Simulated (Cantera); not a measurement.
Input: 1 mol Si, 1.8 mol Cl₂, 0.71 mol H₂, at 925 K and 8250 Torr.

Equilibrium computed with Cantera from the NASA thermochemical tables; the gas is ideal and each condensed phase is pure. Candidate condensed phases: Si; 19 gas species. The tables' values for SiCl₃ are old estimates; treat these amounts as uncertain. Kinetics and transport are ignored.

Base state: SiCl₄ 0.436, H₂ 0.356, SiHCl₃ 0.196, SiH₂Cl₂ 0.00866, HCl 0.00288, SiCl₃ 0.000607, SiH₃Cl 9.44e-5, SiCl₂ 3.35e-5 (mole fractions); condensed: Si(s).

### Question
What changes in the equilibrium state with this change: Si replaced by SiCl₄?

### Answer
| species | before | after |
|---|---|---|
| HCl | 0.00288 | 0.405 |
| Cl₂ | <1e-9 | 0.311 |
| SiCl₄ | 0.436 | 0.285 |
| H₂ | 0.356 | <1e-9 |
| SiHCl₃ | 0.196 | <1e-9 |
| SiH₂Cl₂ | 0.00866 | <1e-9 |
| SiCl₃ | 0.000607 | <1e-9 |
| SiH₃Cl | 9.44e-5 | <1e-9 |
| SiCl₂ | 3.35e-5 | <1e-9 |
| Cl | <1e-9 | 1.94e-5 |
| Si(s), mol | 0.0192 | 0 |
